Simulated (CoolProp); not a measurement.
Vapour-liquid equilibrium of R115 (1) + R22 (2) at 0.0035 MPa; x and y are mole fractions of (1).

The numbers come from the multi-fluid Helmholtz-energy mixture model, Lemmon 2016 and Kamei 1995; pair parameters Bell 2016 in CoolProp.

| x | bubble temperature (K) | y at the bubble point | dew temperature at overall composition x (K) | liquid density (mol/L) |
|---|---|---|---|---|
| 0.05 | ___ | 0.127 | 179.0 | 17.50 |
| 0.2 | 176.3 | ___ | 177.8 | 16.16 |
| 0.35 | 175.3 | 0.497 | ___ | ___ |
| 0.5 | 175.0 | 0.558 | 175.3 | 13.91 |
| 0.65 | 175.0 | ___ | 175.4 | 12.99 |
| 0.8 | 175.2 | 0.634 | 176.9 | ___ |
| 0.95 | ___ | ___ | 178.5 | 11.44 |

Question: What belongs in the gaps?

Answer: 
- 0.05, bubble temperature (K): 178.4
- 0.2, y at the bubble point: 0.373
- 0.35, dew temperature at overall composition x (K): 176.5
- 0.35, liquid density (mol/L): 14.96
- 0.65, y at the bubble point: 0.592
- 0.8, liquid density (mol/L): 12.18
- 0.95, bubble temperature (K): 177.0
- 0.95, y at the bubble point: 0.806

y crosses x between x = 0.5 and 0.65: the model has an azeotrope there.

The pair parameters rest on a limited set of measurements; away from them the model extrapolates.
